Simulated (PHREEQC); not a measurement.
**Acid mine or pickling water: an equilibrium model**

A made-up water analysis in mg/kgw, 25 °C, pH 3.73, pe 10.8:

| constituent | mg/kgw |
|---|---|
| Na | 565 |
| K | 57.8 |
| Ca | 255 |
| Mg | 84.7 |
| Cl | 222 |
| S(6) as SO4 | 2030 |
| Al | 29.7 |

Valence states are taken as typed.

Model: ion-association model, wateq4f.dat, run in PHREEQC.

This is a speciation only: nothing precipitates in the calculation.

Problem. Estimate the ionic strength, charge-balance error.

Solution. ionic strength 0.0599 mol/kgw; charge-balance error 1.2 %.

Problem. In which forms is Mg present?

Solution. Mg+2 58 %, MgSO4 42 % of the Mg.

Species that the database lacks are ignored.
